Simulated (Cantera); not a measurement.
Charge: 1 mol toluene, 0.035 mol O2, 51 mol H2, 0.022 mol H2O, equilibrated at 2825 K and 78.0 bar.

Equilibrium computed with Cantera from the NASA thermochemical tables; the gas is ideal and each condensed phase is pure. Candidate condensed phases: C, C6H6, C7H8, C8H18, H2O; 110 gas species. The ideal-gas law is rough above about 30 bar. The numbers say what is thermodynamically allowed, not how fast it happens.

Base state: H2 0.945, C2H2 (acetylene) 0.0342, H 0.00983, CH4 0.00662, CO 0.00167, CH3 0.00114, C2H4 0.000664, C4H2 0.000517 (mole fractions); condensed: C(graphite).

**Question.** What changes in the equilibrium state with this change: H2O from 0.022 to 0.061 mol?

**Answer.** 
| species | before | after |
|---|---|---|
| H2 | 0.945 | 0.944 |
| C2H2 (acetylene) | 0.0342 | 0.0342 |
| H | 0.00983 | 0.00982 |
| CO | 0.00167 | 0.00238 |
| C2H4 | 0.000664 | 0.000663 |
| C3H4 (propyne) | 6.92e-5 | 6.91e-5 |
| CH4 | 0.00662 | 0.00661 |
| C3H4 (allene) | 3.13e-5 | 3.13e-5 |
| C(graphite), mol | 2.47 | 2.43 |

**Question.** What changes in the equilibrium state with this change: pressure from 78.0 bar to 40.0 Pa?

**Answer.** 
```tsv
species	before	after
H	0.00983	0.926
H2	0.945	0.0430
C3	5.49e-7	0.0145
C2H2 (acetylene)	0.0342	0.000412
C	1.11e-7	0.0111
CH4	0.00662	<1e-9
C2H4	0.000664	<1e-9
C3H3 (propargyl)	0.000103	<1e-9
CH3	0.00114	1.29e-8
C(graphite), mol	2.47	0
```

**Question.** What changes in the equilibrium state with this change: toluene replaced by n-butane?

**Answer.** 
```csv
species,before,after
H2,0.945,0.950
C2H2 (acetylene),0.0342,0.0295
H,0.00983,0.00985
CH4,0.00662,0.00620
C4H2,0.000517,0.000381
C3H3 (propargyl),0.000103,8.22e-5
C3H4 (propyne),6.92e-5,5.55e-5
C3H4 (allene),3.13e-5,2.51e-5
"C(graphite), mol",2.47,0
```
